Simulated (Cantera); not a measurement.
Input: 1 mol SiH₂Cl₂, 0.42 mol Cl₂, 66 mol N₂, equilibrated at 1298 K and 27.0 mbar.

Cantera equilibrium calculation (NASA polynomials, part measured and part estimated; ideal gas, pure solids and liquids). Candidate condensed phases: NH₄Cl, Si, Si₃N₄; 28 gas species. N₂ is the only nitrogen source here; it is nearly inert below about 1500 K, so the nitride shown seldom forms there in practice. The tables' values for SiCl₃ are old estimates; treat these amounts as uncertain. Rates play no part.

### Question
What is the equilibrium state?

### Answer
```
Quantity                             Result
--------------------------------  ---------
x(N₂)                                 0.968
x(HCl)                               0.0253
x(SiCl₄)                            0.00345
x(H₂)                               0.00211
x(SiCl₃)                           0.000566
x(SiCl₂)                           0.000554
x(SiHCl₃)                           1.30e-5
x(Cl)                               3.03e-6
n(Si₃N₄(s))                       0.230 mol
gas amount                        67.71 mol
log10 activity of Si(s) (absent)      -3.16
```
